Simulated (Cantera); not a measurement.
Cantera run:

```python
import numpy as np
import cantera as ct

gas_names = """
    F F2 H HF H2 H2F2 H3F3 H4F4 H5F5 H6F6 H7F7 N NF NF2 NF3 NH NH2 NH3 N2 N2H2 N2H4 Si SiF SiF2 SiF3
    SiF4 SiH SiHF3 SiH2 SiH2F2 SiH3 SiH3F SiH4 SiN Si2 Si2N Si3
""".split()
cond_names = """
    Si(cr) Si(L) Si3N4(a)
""".split()


def load(file, names, dense=False):
    # The tables refer to 1 bar. Condensed volumes are neglected.
    table = {s.name: s for s in ct.Species.list_from_file(file)}
    out = []
    for n in names:
        d = dict(table[n].input_data)
        d["thermo"] = dict(d["thermo"], **{"reference-pressure": 1e5})
        if dense:
            d["equation-of-state"] = {"model": "constant-volume", "density": "1e6 g/cm^3"}
        out.append(ct.Species.from_dict(d))
    return out


gas = ct.Solution(thermo="ideal-gas", species=load("nasa_gas.yaml", gas_names))
cond = {s.name: ct.Solution(thermo="fixed-stoichiometry", species=[s], name=s.name)
        for s in load("nasa_condensed.yaml", cond_names, dense=True)}
atoms = {
    'SiF4': {'Si': 1, 'F': 4},
    'N2': {'N': 2},
    'H2': {'H': 2},
}
top_T = {'Si3N4(a)': 2400}  # K; cautious upper limits of use, not melting points


def equilibrate(T, P, feed):
    n = {}
    for name, mol in feed.items():
        for a, k in atoms[name].items():
            n[a] = n.get(a, 0.0) + k * mol
    gas.TPX = T, P, n
    mass = sum(n.values()) * gas.mean_molecular_weight
    gas.equilibrate("TP")
    valid = [c for c in cond.values() if c.min_temp <= T <= top_T.get(c.name, c.max_temp)]
    mix = ct.Mixture([(gas, mass / gas.mean_molecular_weight)] + [(c, 0.0) for c in valid])
    mix.T, mix.P = T, P
    mix.equilibrate("TP", solver="vcs", rtol=1e-11, max_steps=5000)
    return mix


results = []
P = 75000  # Pa
for T in [898, 998, 1098, 1198, 1298, 1398, 1498, 1598, 1698, 1798, 1898]:
    for m in [0.28, 0.48, 0.8, 1.3, 2.2, 3.8, 6.3, 11, 18, 30, 50]:
        feed = {'SiF4': 1, 'N2': m, 'H2': 0.14}  # mol
        mix = equilibrate(T, P, feed)
        results.append((T, P, feed, dict(zip(mix.species_names, mix.species_moles))))

for T, P, feed, n in results:
    print(f"{T:7g} {feed['N2']:10.4g}  " + (" + ".join(c for c in cond_names if n.get(c, 0) > 1e-12) or "gas only"))
```

It prints:

```
    898       0.28  gas only
    898       0.48  gas only
    898        0.8  gas only
    898        1.3  Si3N4(a)
    898        2.2  Si3N4(a)
    898        3.8  Si3N4(a)
    898        6.3  Si3N4(a)
    898         11  Si3N4(a)
    898         18  Si3N4(a)
    898         30  Si3N4(a)
    898         50  Si3N4(a)
    998       0.28  gas only
    998       0.48  gas only
    998        0.8  gas only
    998        1.3  Si3N4(a)
    998        2.2  Si3N4(a)
    998        3.8  Si3N4(a)
    998        6.3  Si3N4(a)
    998         11  Si3N4(a)
    998         18  Si3N4(a)
    998         30  Si3N4(a)
    998         50  Si3N4(a)
   1098       0.28  gas only
   1098       0.48  gas only
   1098        0.8  gas only
   1098        1.3  gas only
   1098        2.2  Si3N4(a)
   1098        3.8  Si3N4(a)
   1098        6.3  Si3N4(a)
   1098         11  Si3N4(a)
   1098         18  Si3N4(a)
   1098         30  Si3N4(a)
   1098         50  Si3N4(a)
   1198       0.28  gas only
   1198       0.48  gas only
   1198        0.8  gas only
   1198        1.3  gas only
   1198        2.2  gas only
   1198        3.8  Si3N4(a)
   1198        6.3  Si3N4(a)
   1198         11  Si3N4(a)
   1198         18  Si3N4(a)
   1198         30  Si3N4(a)
   1198         50  Si3N4(a)
   1298       0.28  gas only
   1298       0.48  gas only
   1298        0.8  gas only
   1298        1.3  gas only
   1298        2.2  gas only
   1298        3.8  gas only
   1298        6.3  gas only
   1298         11  Si3N4(a)
   1298         18  Si3N4(a)
   1298         30  Si3N4(a)
   1298         50  Si3N4(a)
   1398       0.28  gas only
   1398       0.48  gas only
   1398        0.8  gas only
   1398        1.3  gas only
   1398        2.2  gas only
   1398        3.8  gas only
   1398        6.3  gas only
   1398         11  gas only
   1398         18  gas only
   1398         30  gas only
   1398         50  gas only
   1498       0.28  gas only
   1498       0.48  gas only
   1498        0.8  gas only
   1498        1.3  gas only
   1498        2.2  gas only
   1498        3.8  gas only
   1498        6.3  gas only
   1498         11  gas only
   1498         18  gas only
   1498         30  gas only
   1498         50  gas only
   1598       0.28  gas only
   1598       0.48  gas only
   1598        0.8  gas only
   1598        1.3  gas only
   1598        2.2  gas only
   1598        3.8  gas only
   1598        6.3  gas only
   1598         11  gas only
   1598         18  gas only
   1598         30  gas only
   1598         50  gas only
   1698       0.28  gas only
   1698       0.48  gas only
   1698        0.8  gas only
   1698        1.3  gas only
   1698        2.2  gas only
   1698        3.8  gas only
   1698        6.3  gas only
   1698         11  gas only
   1698         18  gas only
   1698         30  gas only
   1698         50  gas only
   1798       0.28  gas only
   1798       0.48  gas only
   1798        0.8  gas only
   1798        1.3  gas only
   1798        2.2  gas only
   1798        3.8  gas only
   1798        6.3  gas only
   1798         11  gas only
   1798         18  gas only
   1798         30  gas only
   1798         50  gas only
   1898       0.28  gas only
   1898       0.48  gas only
   1898        0.8  gas only
   1898        1.3  gas only
   1898        2.2  gas only
   1898        3.8  gas only
   1898        6.3  gas only
   1898         11  gas only
   1898         18  gas only
   1898         30  gas only
   1898         50  gas only
```

These are equilibrium values from Cantera (NASA tables, ideal gas, pure condensed phases), not measurements of a reactor. N2 is the only nitrogen source here; it is nearly inert below about 1500 K, so the nitride shown seldom forms there in practice. The tables' values for SiF2, SiF3 are old estimates.
